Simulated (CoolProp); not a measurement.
The numbers come from the reference Helmholtz-energy equation of state, de Reuck 1990 in CoolProp.

Problem. For fluorine, give the phase and the cp (kJ/(kg K)), cv (kJ/(kg K)), speed of sound (m/s) at 26.85 °C and 1500 kPa; 26.85 °C and 2430 kPa.

Solution. 
- 26.85 °C and 1500 kPa: gas; cp 0.838, cv 0.606, speed of sound 299
- 26.85 °C and 2430 kPa: gas; cp 0.847, cv 0.607, speed of sound 300
